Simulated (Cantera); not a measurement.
Cantera run, input and output.

```python
import numpy as np
import cantera as ct

gas = ct.Solution("h2o2.yaml")
gas.TPX = 1000, 2666, {'H2': 0.052, 'O2': 1, 'N2': 4.1, 'H2O': 0.0056}
reactor = ct.IdealGasConstPressureReactor(gas, energy="off", clone=False)
net = ct.ReactorNet([reactor])
net.rtol, net.atol = 1e-08, 1e-18
show = ['H2', 'O2', 'H2O2', 'H2O', 'H', 'OH']
times = np.geomspace(0.0003, 50, 10)

steps = ct.SolutionArray(gas, extra=["t"])
rows = []
print(f"{'t/s':>10s}{'T/K':>9s}{'P/Pa':>11s}" + "".join(f"{s:>11s}" for s in show))
for t in times:
    while net.time < t:
        t_next = net.step()
        steps.append(gas.state, t=t_next)
    rows.append([np.interp(t, steps.t, y) for y in (steps.T, steps.P, *steps(*show).X.T)])
    print(f"{t:10.3e}{rows[-1][0]:9.1f}{rows[-1][1]:11.4g}" + "".join(f"{x:11.3e}" for x in rows[-1][2:]))
rate = np.gradient(steps.T, steps.t)
print("integrator steps:", len(steps.t))
if steps.T.max() > steps.T[0] + 200:
    print(f"time of steepest temperature rise: {steps.t[rate.argmax()]:.4e} s")
gas.TPX = 1000, 2666, {'H2': 0.052, 'O2': 1, 'N2': 4.1, 'H2O': 0.0056}
gas.equilibrate("TP")
print(f"equilibrium (TP): T = {gas.T:.1f} K  " + "  ".join(f"{s} {gas[s].X[0]:.3e}" for s in show))
```

Output:

```
       t/s      T/K       P/Pa         H2         O2       H2O2        H2O          H         OH
 3.000e-04   1000.0       2666  1.008e-02  1.939e-01  3.557e-16  1.086e-03  8.754e-12  3.054e-12
 1.141e-03   1000.0       2666  1.008e-02  1.939e-01  5.244e-15  1.086e-03  4.018e-11  2.642e-11
 4.340e-03   1000.0       2666  1.008e-02  1.939e-01  1.006e-13  1.086e-03  2.095e-09  1.595e-09
 1.651e-02   1000.0       2666  6.020e-03  1.914e-01  1.072e-07  4.231e-03  1.322e-03  5.134e-04
 6.280e-02   1000.0       2666  6.868e-05  1.892e-01  3.815e-08  1.097e-02  1.892e-04  1.559e-04
 2.389e-01   1000.0       2666  5.284e-06  1.897e-01  2.502e-08  1.120e-02  4.037e-06  3.984e-05
 9.086e-01   1000.0       2666  3.611e-07  1.898e-01  9.439e-09  1.122e-02  8.868e-08  1.123e-05
 3.456e+00   1000.0       2666  3.148e-08  1.898e-01  2.194e-09  1.122e-02  3.360e-09  3.796e-06
 1.315e+01   1000.0       2666  4.292e-09  1.898e-01  4.780e-10  1.122e-02  2.236e-10  1.538e-06
 5.000e+01   1000.0       2666  8.127e-10  1.898e-01  1.118e-10  1.122e-02  2.103e-11  6.984e-07
integrator steps: 1749
equilibrium (TP): T = 1000.0 K  H2 1.388e-11  O2 1.898e-01  H2O2 2.248e-12  H2O 1.122e-02  H 5.213e-14  OH 9.323e-08
```

Model: the H2/O2 subset of GRI-Mech 3.0, which has no nitrogen chemistry, integrated in Cantera. Radical loss at walls, strong at low pressure, is not modelled.
